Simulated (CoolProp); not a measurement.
A single-stage vapour-compression cycle with R125: evaporating at 260.15 K (dew point), condensing at 328.15 K (bubble point), superheat 5 K, subcooling 8 K, compressor efficiency 0.9, no pressure losses. Each further row changes one setting.

Model: reference Helmholtz-energy equation of state, Lemmon 2005, in CoolProp.

```
case                              cooling COP  pressure ratio  discharge temperature (K)  refrigerating effect (kJ/kg)  volumetric capacity (kJ/m³)
--------------------------------  -----------  --------------  -------------------------  ----------------------------  ---------------------------
as stated                                1.98            6.53                      339.1                          66.1                         1750
evaporating temperature 265.15 K         2.28            5.50                      338.7                          68.7                         2160
condensing temperature 323.15 K    (withheld)            5.83                      333.5                          73.7                         1960
subcooling 13 K                          2.22            6.53                      339.1                          74.1                   (withheld)
superheat 15 K                           2.08            6.53                      347.0                          74.3                   (withheld)
compressor efficiency 0.8                1.76            6.53                 (withheld)                          66.1                         1750
```

Question: What belongs in the gaps?

Answer: 
- condensing temperature 323.15 K, cooling COP: 2.34
- subcooling 13 K, volumetric capacity (kJ/m³): 1970
- superheat 15 K, volumetric capacity (kJ/m³): 1870
- compressor efficiency 0.8, discharge temperature (K): 342.1
